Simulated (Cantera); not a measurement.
A perfectly stirred reactor is fed with 14.4 % CH4, 18.0 % O2, 67.6 % N2, at 188 Torr; it is adiabatic with a 698 K inlet, and is followed from long to short residence time, starting on the burning branch (τ in s: 0.05, 0.02, 0.0078, 0.0031, 0.0012, 0.00048, 0.00019, 7.5e-05, 3e-05).

Cantera simulation using GRI-Mech 3.0 (53 species, 325 reactions); the numbers are that mechanism's predictions, not measurements.

**Question.** Predict: blow-out, bracketed by the residence times tried; x(CH4) at τ = 50.0 ms; x(O2) at τ = 50.0 ms; x(C2H2) at τ = 50.0 ms; x(HCN) at τ = 50.0 ms; x(NO) at τ = 50.0 ms; x(CH4) at τ = 1.20 ms; x(O2) at τ = 1.20 ms; x(C2H2) at τ = 1.20 ms; x(HCN) at τ = 1.20 ms; x(NO) at τ = 1.20 ms.

**Answer.** 
- blow-out, bracketed by the residence times tried = burning at 1.20 ms, out at 0.480 ms
- x(CH4) at τ = 50.0 ms = 0.000121
- x(O2) at τ = 50.0 ms = 0.000197
- x(C2H2) at τ = 50.0 ms = 1.43e-5
- x(HCN) at τ = 50.0 ms = 7.38e-5
- x(NO) at τ = 50.0 ms = 0.000248
- x(CH4) at τ = 1.20 ms = 0.00254
- x(O2) at τ = 1.20 ms = 0.00578
- x(C2H2) at τ = 1.20 ms = 0.00136
- x(HCN) at τ = 1.20 ms = 0.000272
- x(NO) at τ = 1.20 ms = 7.30e-5
